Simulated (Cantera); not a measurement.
Charge: 1 mol CuO, 0.88 mol H2, 0.095 mol H2O, at 3.90 Torr.

Equilibrium computed with Cantera from the NASA thermochemical tables; the gas is ideal and each condensed phase is pure. Candidate condensed phases: Cu, CuO, Cu(OH)2, Cu2O, H2O; 12 gas species. Each liquid is taken as pure. Mutual solubility and eutectic melting of coexisting phases are not modelled. Kinetics and transport are ignored.

Q: What share of the Cu ends up in condensed phases as a function of T (°C), at 950, 1025, 1100, 1175, 1250, 1325, 1400, 1475, 1550, 1625, 1700?

A: 
```csv
T (°C),Cu condensed (%),as
950,100.0,Cu(s) + Cu2O(s)
1025,100.0,Cu(s) + Cu2O(s)
1100,100.0,Cu(l) + Cu2O(s)
1175,99.9,Cu(l) + Cu2O(s)
1250,99.8,Cu(l) + Cu2O(l)
1325,99.2,Cu(l)
1400,97.7,Cu(l)
1475,93.8,Cu(l)
1550,83.6,Cu(l)
1625,53.9,Cu(l)
1700,0.0,-
```
